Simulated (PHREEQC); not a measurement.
A PHREEQC speciation (ion-association model, phreeqc.dat) at 25 °C gives pH 4.39 and these molalities:

```
species      mol/kgw
----------  --------
CuSO4          0.148
Cu+2           0.127
SO4-2          0.127
Cl-          0.00157
Na+          0.00155
NaSO4-      0.000208
HSO4-       0.000139
CuCl+       0.000133
Cu2(OH)2+2   9.01e-5
H+           5.30e-5
F-           3.60e-5
CuF+         1.78e-5
CuOH+        1.19e-5
HF           1.23e-6
Cu(OH)2      3.52e-7
CuCl2        4.18e-8
NaF          1.29e-8
```

What are the element totals, and what could have been dissolved in 1 kg of water to give them?

One answer among several that fit: totals Cl 0.00170, Cu(2) 0.275, F 5.50e-5, Na 0.00176, S(6) 0.275 mol/kgw, from 0.275 mol CuSO4, 5.5e-05 mol NaF and 0.0017 mol NaCl per kg of water.

No solid was allowed to form.
